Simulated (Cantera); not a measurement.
Input: 1 mol CaO, 24 mol HF, 0.73 mol H2, held at 0.00133 bar.

Method: chemical equilibrium by Gibbs-energy minimisation in Cantera with the NASA 1993 tables (ideal gas, pure condensed phases). Candidate condensed phases: Ca, CaF2, CaO, Ca(OH)2, H2O; 29 gas species. Equilibrium is a limit: real reactors are often held back by kinetics, nucleation or transport.

Which condensed phases are stable at each of these points (T (K)): 1300, 1350, 1400, 1450, 1500, 1550, 1600, 1650, 1700, 1750, 1800?


```tsv
T (K)	condensed phases	Ca condensed (%)
1300	CaF2(s)	100.0
1350	CaF2(s)	99.9
1400	CaF2(s)	99.6
1450	CaF2(s)	98.7
1500	CaF2(s)	96.1
1550	CaF2(s)	89.1
1600	CaF2(s)	71.6
1650	CaF2(s)	29.8
1700	gas only	0.0
1750	gas only	0.0
1800	gas only	0.0
```

From 1300 K to 1650 K the condensed part is CaF2(s). From 1700 K to 1800 K nothing is condensed.
